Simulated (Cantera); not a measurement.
Input (Python, Cantera) and output of one run.

```python
import numpy as np
import cantera as ct

gas_names = """
    B BO BO2 B2 B2O B2O2 B2O3 O O2 O3
""".split()
cond_names = """
    B(b) B(L) B2O3(L)
""".split()


# ... load() reads the species with a 1 bar reference pressure and builds the phases ...
atoms = {
    'B2O3': {'B': 2, 'O': 3},
    'O2': {'O': 2},
}
top_T = {}  # K; cautious upper limits of use, not melting points


# ... equilibrate(T, P, feed) seeds the gas with the atoms and calls Mixture.equilibrate('TP', solver="vcs", rtol=1e-11, max_steps=5000) ...
results = []
feed = {'B2O3': 1, 'O2': 0.22}  # mol
P = 31000  # Pa
for T in [1300, 1375, 1450, 1525, 1600, 1675, 1750, 1825, 1900, 1975, 2050]:
    mix = equilibrate(T, P, feed)
    results.append((T, P, feed, dict(zip(mix.species_names, mix.species_moles))))

top = {s: max(r[3][s] / sum(r[3][g] for g in gas_names) for r in results) for s in gas_names}
cols = sorted((s for s in top if top[s] > 0.001), key=lambda s: -top[s])[:8]
seen = [c for c in cond_names if any(r[3].get(c, 0) > 1e-12 for r in results)]
print("log10 of partial pressures in bar; condensed amounts in mol")
print(f"{'T/K':>10s}" + "".join(f"{s[:9]:>10s}" for s in cols + seen))
for T, P, feed, n in results:
    ng = sum(n[g] for g in gas_names)
    print(f"{T:10.4g}" + "".join(f"{np.log10(max(n[s] / ng * P / 1e5, 1e-99)):10.3f}" for s in cols)
          + "".join(f"{n.get(c, 0):10.4g}" for c in seen))
```

It prints:

```
log10 of partial pressures in bar; condensed amounts in mol
       T/K        O2      B2O3       BO2         O   B2O3(L)
      1300    -0.509    -6.730    -6.848    -7.007         1
      1375    -0.509    -5.881    -6.126    -6.450         1
      1450    -0.509    -5.124    -5.481    -5.951         1
      1525    -0.509    -4.445    -4.901    -5.501         1
      1600    -0.509    -3.834    -4.378    -5.093    0.9999
      1675    -0.510    -3.280    -3.902    -4.721    0.9996
      1750    -0.512    -2.776    -3.470    -4.382    0.9987
      1825    -0.517    -2.316    -3.074    -4.072    0.9962
      1900    -0.530    -1.895    -2.714    -3.790    0.9898
      1975    -0.561    -1.508    -2.386    -3.540    0.9736
      2050    -0.637    -1.150    -2.095    -3.330    0.9294
```

Equilibrium computed with Cantera from the NASA thermochemical tables; the gas is ideal and each condensed phase is pure.
